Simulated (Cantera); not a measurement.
Feed: 1 mol Fe2O3, 6.4 mol H2, 1.2 mol N2, at 2075 K and 14.0 mbar.

These are equilibrium values from Cantera (NASA tables, ideal gas, pure condensed phases), not measurements of a reactor. Candidate condensed phases: Fe, FeO, Fe(OH)2, Fe(OH)3, Fe2O3, Fe3O4, H2O; 27 gas species. Each liquid is taken as pure. Mutual solubility and eutectic melting of coexisting phases are not modelled. The tables' stoichiometric FeO is somewhat more stable than real wüstite, so its field is too wide. FeO: taken at fixed stoichiometry. Kinetics and transport are ignored.

Base state: H2 0.527, H2O 0.250, N2 0.147, Fe 0.0585, H 0.0163, OH 0.000884, FeO 0.000658, Fe(OH)2 0.000136 (mole fractions); condensed: Fe(l) + FeO(l).

### Question
What changes in the equilibrium state with this change: Fe2O3 replaced by FeS?

### Answer
```
species        before    after
-----------  --------  -------
H2              0.527    0.711
N2              0.147    0.138
Fe             0.0585   0.0585
H2O             0.250        0
S2                  0   0.0417
SH                  0   0.0145
H              0.0163   0.0190
S                   0  0.00882
H2S                 0  0.00833
OH           0.000884        0
FeO          0.000658        0
Fe(OH)2      0.000136        0
Fe(l), mol      0.567    0.491
FeO(l), mol     0.949        0
```
Further candidate phases: FeS, FeS2, S.

### Question
What changes in the equilibrium state with this change: Fe2O3 replaced by Al2O3?

### Answer
```tsv
species	before	after
H2	0.527	0.822
N2	0.147	0.156
H	0.0163	0.0204
H2O	0.250	0.000873
Fe	0.0585	0
Al	0	0.000427
FeO	0.000658	0
Fe(OH)2	0.000136	0
Al2O	0	9.83e-5
AlOH	0	4.11e-5
Fe(l), mol	0.567	0
FeO(l), mol	0.949	0
Al2O3(s), mol	0	0.997
```
The tables' values for AlOH are old estimates; treat these amounts as uncertain. Further candidate phases: Al, AlN, Al2O3.

### Question
What changes in the equilibrium state with this change: Fe2O3 replaced by V2O5?

### Answer
```
species         before     after
------------  --------  --------
H2               0.527     0.565
H2O              0.250     0.252
N2               0.147     0.155
Fe              0.0585         0
VO2                  0   0.00996
H               0.0163    0.0169
FeO           0.000658         0
Fe(OH)2       0.000136         0
VO                   0  0.000121
Fe(l), mol       0.567         0
FeO(l), mol      0.949         0
V2O3(s), mol         0     0.961
```
Condensed phases not in the tables: the oxides between V2O3 and V2O5 other than VO2. Further candidate phases: V, VN, VO, V2O3, V2O4, V2O5.
